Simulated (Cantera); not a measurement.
A closed system holds: 1 mol B2O3, 0.71 mol O2, held at 925 K and 0.000320 bar.

Equilibrium computed with Cantera from the NASA thermochemical tables; the gas is ideal and each condensed phase is pure. Candidate condensed phases: B, B2O3; 10 gas species. Kinetics and transport are ignored.

Base state: O2 1.00 (mole fractions); condensed: B2O3(l).

Task: What changes in the equilibrium state with this change: 1.2 mol NH3 added?

Result: 
| species | before | after |
|---|---|---|
| H2O | 0 | 0.591 |
| N2 | 0 | 0.250 |
| H2 | 0 | 0.158 |
| O2 | 1.00 | <1e-9 |
| (HBO2)3 | 0 | 0.000339 |
| HBO2 | 0 | 0.000205 |
| B2O3(l), mol | 1.00 | 0.999 |
Gases not in the tables: H3BO3. Further candidate phases: BN, B3O3H3, H2O.

Task: What changes in the equilibrium state with this change: temperature from 925 K to 1450 K?

Result: 
```
species       before     after
------------  ------  --------
O2              1.00     0.975
B2O3           <1e-9    0.0235
BO2            <1e-9   0.00184
O              <1e-9  0.000111
B2O3(l), mol    1.00     0.982
```

Task: What changes in the equilibrium state with this change: temperature from 925 K to 1725 K?

Result: 
```tsv
species	before	after
B2O3	<1e-9	0.556
O2	1.00	0.399
BO2	<1e-9	0.0431
O	<1e-9	0.00205
BO	<1e-9	5.26e-5
B2O3(l), mol	1.00	0
```
